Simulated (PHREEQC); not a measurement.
Solution (20 °C): 8.7 mmol/kgw Na2SeO4 and 0.031 mmol/kgw FeCl3. Closed to the air; pH follows from the charge balance.

The numbers come from PHREEQC with the ion-association model, wateq4f.dat.

The ionic strength comes out as 0.0262 mol/kgw. What activity coefficients do Fe(OH)2+, H+, Na+, SeO4-2, Cl- get?

Fe(OH)2+ 0.86, H+ 0.88, Na+ 0.86, SeO4-2 0.54, Cl- 0.85.

Precipitation was switched off in this run. The solution is supersaturated, for example in Fe(OH)3(a), Hematite (slow to form), so a real one may precipitate; this is no full list.
